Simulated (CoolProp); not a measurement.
Vapour-liquid equilibrium of cis-2-butene (1) + acetone (2) at 348.5 K; x and y are mole fractions of (1).

Values from CoolProp's multi-fluid Helmholtz-energy mixture model, Lemmon 2005 and Lemmon 2006; pair parameters Bell 2016.

**Question.** Give the bubble pressure and the first vapour's composition at x = 0.2, 0.35, 0.8. Is there an azeotrope?

**Answer.** x = 0.2: 4.418 bar, y = 0.622; x = 0.35: 5.673 bar, y = 0.735; x = 0.8: 7.719 bar, y = 0.893. No azeotrope shows between x = 0.05 and 0.95.

Pair parameters are fitted to limited data, so mixtures are less certain than the pure fluids.
